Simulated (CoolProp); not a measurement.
Water along the isotherm 448.15 °C: density (kg/m³) from the reference equation and from simpler models built on Tc = 373.9 °C, pc = 22.06 MPa, ω = 0.344; each cubic takes its own stable root.

Values from CoolProp's reference Helmholtz-energy equation of state, Wagner 2002.

| p (MPa) | phase | reference | ideal gas | van der Waals | Redlich-Kwong | Soave-Redlich-Kwong | Peng-Robinson |
|---|---|---|---|---|---|---|---|
| 0.919 | gas | 2.786 | 2.761 | 2.787 | 2.790 | 2.787 | 2.791 |
| 1.84 | gas | 5.632 | 5.527 | 5.636 | 5.645 | 5.636 | 5.652 |
| 2.76 | gas | 8.530 | 8.291 | 8.539 | 8.561 | 8.539 | 8.576 |
| 3.68 | gas | 11.49 | 11.05 | 11.50 | 11.54 | 11.50 | 11.57 |
| 4.6 | gas | 14.51 | 13.82 | 14.53 | 14.59 | 14.53 | 14.63 |
| 5.52 | gas | 17.59 | 16.58 | 17.63 | 17.72 | 17.62 | 17.77 |
| 6.44 | gas | 20.75 | 19.35 | 20.80 | 20.92 | 20.78 | 20.99 |
| 7.35 | gas | 23.95 | 22.08 | 24.02 | 24.17 | 23.97 | 24.26 |
| 8.27 | gas | 27.26 | 24.84 | 27.35 | 27.53 | 27.28 | 27.65 |
| 9.19 | gas | 30.65 | 27.61 | 30.77 | 30.99 | 30.66 | 31.12 |
| 10.1 | gas | 34.09 | 30.34 | 34.24 | 34.51 | 34.09 | 34.66 |
| 11 | gas | 37.59 | 33.04 | 37.77 | 38.09 | 37.57 | 38.25 |
